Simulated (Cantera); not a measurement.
Thermodynamics of titanium nitride, carbide and oxide coatings, feed Ti(OiPr)4 + H2

Charge: 1 mol Ti(OiPr)4, 6.3 mol H2, equilibrated at 3.75 Torr.

Cantera equilibrium calculation (NASA polynomials, part measured and part estimated; ideal gas, pure solids and liquids). Candidate condensed phases: C, C6H6, C7H8, C8H18, H2O, Ti, TiC, TiO, TiO2, Ti2O3, Ti3O5, Ti4O7; 113 gas species. The feed counts by its element totals alone. Mutual solubility and eutectic melting of coexisting phases are not modelled. TiC: taken at fixed stoichiometry. Kinetics and transport are ignored.

At 1123 K the condensed part is C(graphite) + Ti3O5(s). At 1173 K the condensed part is C(graphite) + TiC(s) + Ti3O5(s). From 1223 K to 1573 K the condensed part is C(graphite) + TiC(s).

| T (K) | x H2 | x CO | x H | x CH4 | x H2O | x C2H2 (acetylene) | x CO2 | x CH3 | n C(graphite) | n Ti3O5(s) | n TiC(s) |
|---|---|---|---|---|---|---|---|---|---|---|---|
| 1123 | 0.897 | 0.103 | 5.70e-7 | 0.000118 | 3.05e-5 | 1.97e-8 | 3.21e-6 | 1.39e-9 | 9.66 | 0.333 | 0 |
| 1173 | 0.844 | 0.156 | 1.53e-6 | 6.93e-5 | 2.33e-5 | 5.17e-8 | 3.38e-6 | 2.38e-9 | 7.41 | 0.0513 | 0.846 |
| 1223 | 0.835 | 0.165 | 3.89e-6 | 4.65e-5 | 1.38e-5 | 1.31e-7 | 1.86e-6 | 4.16e-9 | 7.00 | 0 | 1.00 |
| 1273 | 0.835 | 0.165 | 9.22e-6 | 3.28e-5 | 8.18e-6 | 3.10e-7 | 9.74e-7 | 7.05e-9 | 7.00 | 0 | 1.00 |
| 1323 | 0.835 | 0.165 | 2.05e-5 | 2.37e-5 | 5.04e-6 | 6.89e-7 | 5.35e-7 | 1.15e-8 | 7.00 | 0 | 1.00 |
| 1373 | 0.835 | 0.165 | 4.30e-5 | 1.76e-5 | 3.22e-6 | 1.44e-6 | 3.08e-7 | 1.80e-8 | 7.00 | 0 | 1.00 |
| 1423 | 0.835 | 0.165 | 8.59e-5 | 1.33e-5 | 2.12e-6 | 2.87e-6 | 1.85e-7 | 2.74e-8 | 7.00 | 0 | 1.00 |
| 1473 | 0.835 | 0.165 | 0.000164 | 1.02e-5 | 1.44e-6 | 5.43e-6 | 1.15e-7 | 4.05e-8 | 7.00 | 0 | 1.00 |
| 1523 | 0.835 | 0.165 | 0.000299 | 8.03e-6 | 1.00e-6 | 9.87e-6 | 7.36e-8 | 5.83e-8 | 7.00 | 0 | 1.00 |
| 1573 | 0.835 | 0.165 | 0.000525 | 6.39e-6 | 7.14e-7 | 1.72e-5 | 4.87e-8 | 8.18e-8 | 7.00 | 0 | 1.00 |
x: gas mole fraction; n: condensed amount in mol.
